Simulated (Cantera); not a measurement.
Cantera run, input and output.

```python
import numpy as np
import cantera as ct

gas = ct.Solution("gri30.yaml")
gas.TPX = 2075, 2666, {'NO': 1, 'N2': 8.5}
reactor = ct.IdealGasConstPressureReactor(gas, energy="off", clone=False)
net = ct.ReactorNet([reactor])
net.rtol, net.atol = 1e-08, 1e-18
show = ['NO', 'O2', 'NO2', 'N2', 'O']
times = np.geomspace(0.0005, 50, 15)

steps = ct.SolutionArray(gas, extra=["t"])
rows = []
print(f"{'t/s':>10s}{'T/K':>9s}{'P/Pa':>11s}" + "".join(f"{s:>11s}" for s in show))
for t in times:
    while net.time < t:
        t_next = net.step()
        steps.append(gas.state, t=t_next)
    rows.append([np.interp(t, steps.t, y) for y in (steps.T, steps.P, *steps(*show).X.T)])
    print(f"{t:10.3e}{rows[-1][0]:9.1f}{rows[-1][1]:11.4g}" + "".join(f"{x:11.3e}" for x in rows[-1][2:]))
rate = np.gradient(steps.T, steps.t)
print("integrator steps:", len(steps.t))
if steps.T.max() > steps.T[0] + 200:
    print(f"time of steepest temperature rise: {steps.t[rate.argmax()]:.4e} s")
gas.TPX = 2075, 2666, {'NO': 1, 'N2': 8.5}
gas.equilibrate("TP")
print(f"equilibrium (TP): T = {gas.T:.1f} K  " + "  ".join(f"{s} {gas[s].X[0]:.3e}" for s in show))
```

It prints:

```
       t/s      T/K       P/Pa         NO         O2        NO2         N2          O
 5.000e-04   2075.0       2666  1.053e-01  4.455e-10  3.700e-10  8.947e-01  2.973e-07
 1.138e-03   2075.0       2666  1.053e-01  2.349e-09  1.706e-09  8.947e-01  6.968e-07
 2.590e-03   2075.0       2666  1.053e-01  1.271e-08  7.061e-09  8.947e-01  1.684e-06
 5.894e-03   2075.0       2666  1.053e-01  7.162e-08  2.514e-08  8.947e-01  4.272e-06
 1.341e-02   2075.0       2666  1.052e-01  4.248e-07  7.858e-08  8.947e-01  1.133e-05
 3.053e-02   2075.0       2666  1.052e-01  2.584e-06  2.202e-07  8.947e-01  2.979e-05
 6.947e-02   2075.0       2666  1.051e-01  1.524e-05  5.392e-07  8.948e-01  7.290e-05
 1.581e-01   2075.0       2666  1.049e-01  8.411e-05  1.138e-06  8.948e-01  1.614e-04
 3.598e-01   2075.0       2666  1.041e-01  4.123e-04  1.974e-06  8.952e-01  2.998e-04
 8.189e-01   2075.0       2666  1.016e-01  1.606e-03  2.815e-06  8.964e-01  4.362e-04
 1.864e+00   2075.0       2666  9.447e-02  5.069e-03  3.895e-06  8.998e-01  6.083e-04
 4.242e+00   2075.0       2666  7.549e-02  1.440e-02  4.959e-06  9.092e-01  9.123e-04
 9.653e+00   2075.0       2666  3.824e-02  3.282e-02  3.762e-06  9.276e-01  1.315e-03
 2.197e+01   2075.0       2666  9.599e-03  4.701e-02  1.132e-06  9.418e-01  1.556e-03
 5.000e+01   2075.0       2666  5.043e-03  4.927e-02  6.085e-07  9.441e-01  1.594e-03
integrator steps: 872
equilibrium (TP): T = 2075.0 K  NO 4.975e-03  O2 4.930e-02  NO2 6.005e-07  N2 9.441e-01  O 1.594e-03
```

Computed with Cantera and GRI-Mech 3.0 (53 species, 325 reactions). Radical loss at walls, strong at low pressure, is not modelled.
